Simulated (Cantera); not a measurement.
# Low-pressure radical oxidation in H2/O2

An isothermal, constant-pressure homogeneous reactor starts with H2 : O2 : N2 = 0.0056 : 1 : 0.45 (molar parts), at 1275 K and 10.00 Torr.

Cantera simulation using the H2/O2 subset of GRI-Mech 3.0, which has no nitrogen chemistry; the numbers are that mechanism's predictions, not measurements. Radical loss at walls, strong at low pressure, is not modelled.

| t (s) | x H2 | x O2 | x OH | x O | x HO2 | x H | x H2O2 |
|---|---|---|---|---|---|---|---|
| 1.00e-6 | 0.00385 | 0.687 | <1e-12 | <1e-12 | 9.22e-12 | 9.11e-12 | <1e-12 |
| 5.55e-6 | 0.00385 | 0.687 | 3.09e-12 | 3.09e-12 | 5.12e-11 | 4.81e-11 | <1e-12 |
| 3.08e-5 | 0.00385 | 0.687 | 7.91e-11 | 7.96e-11 | 2.84e-10 | 2.05e-10 | <1e-12 |
| 0.000171 | 0.00385 | 0.687 | 1.18e-9 | 1.22e-9 | 1.58e-9 | 4.59e-10 | <1e-12 |
| 0.000949 | 0.00385 | 0.687 | 1.15e-8 | 1.35e-8 | 8.76e-9 | 1.24e-9 | 2.26e-12 |
| 0.00527 | 0.00385 | 0.687 | 1.09e-6 | 1.44e-6 | 5.09e-8 | 8.47e-8 | 5.53e-11 |
| 0.0292 | 1.06e-5 | 0.683 | 0.000390 | 0.00339 | 2.79e-7 | 8.21e-5 | 6.00e-9 |
| 0.162 | 7.43e-6 | 0.684 | 0.000346 | 0.00277 | 2.48e-7 | 5.96e-5 | 5.49e-9 |
| 0.901 | 3.20e-6 | 0.685 | 0.000228 | 0.00117 | 1.58e-7 | 1.65e-5 | 4.23e-9 |
| 5.00 | 3.84e-7 | 0.686 | 7.92e-5 | 0.000138 | 4.26e-8 | 6.77e-7 | 1.38e-9 |
x: mole fraction; the columns are a selection and need not sum to one.

Equilibrium at this temperature and pressure: H2 2.24e-9, O2 0.686, OH 6.09e-6, O 8.07e-7, HO2 4.77e-9, H 3.04e-10, H2O2 1.66e-11 (gas phase only).
